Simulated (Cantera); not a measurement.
Stirred combustor or abatement burner

A perfectly stirred reactor is fed with CH₄ : O₂ : N₂ : CO₂ = 1 : 2.33 : 8.74 : 2.5 (molar parts), at 1.01 bar; it is adiabatic with a 400 K inlet, and is followed from long to short residence time, starting on the burning branch (τ in s: 0.041, 0.019, 0.0089, 0.0042, 0.002, 0.00092, 0.00043, 0.0002, 9.5e-05, 4.4e-05).

Computed with Cantera and GRI-Mech 3.0 (53 species, 325 reactions).

| τ (s) | T (K) | x CH₄ | x O₂ | x CO₂ | x HO₂ | x H | x CO | x CH₃ |
|---|---|---|---|---|---|---|---|---|
| 0.041 | 1761 | 2.21e-5 | 0.0246 | 0.235 | 2.30e-6 | 0.000116 | 0.00432 | 5.21e-6 |
| 0.019 | 1743 | 3.75e-5 | 0.0257 | 0.233 | 3.59e-6 | 0.000218 | 0.00637 | 8.20e-6 |
| 0.0089 | 1718 | 6.44e-5 | 0.0272 | 0.230 | 5.49e-6 | 0.000392 | 0.00904 | 1.28e-5 |
| 0.0042 | 1687 | 0.000113 | 0.0290 | 0.226 | 8.21e-6 | 0.000670 | 0.0124 | 2.04e-5 |
| 0.0020 | 1649 | 0.000208 | 0.0314 | 0.221 | 1.20e-5 | 0.00107 | 0.0163 | 3.32e-5 |
| 0.00092 | 1599 | 0.000433 | 0.0348 | 0.215 | 1.82e-5 | 0.00156 | 0.0213 | 5.97e-5 |
| 0.00043 | 1524 | 0.00124 | 0.0412 | 0.205 | 3.29e-5 | 0.00172 | 0.0287 | 0.000141 |
| 0.00020 | 400 | 0.0686 | 0.160 | 0.172 | <1e-12 | <1e-12 | <1e-12 | <1e-12 |
| 9.5e-5 | 400 | 0.0686 | 0.160 | 0.172 | <1e-12 | <1e-12 | <1e-12 | <1e-12 |
| 4.4e-5 | 400 | 0.0686 | 0.160 | 0.172 | <1e-12 | <1e-12 | <1e-12 | <1e-12 |
x: mole fraction; the columns are a selection and need not sum to one.
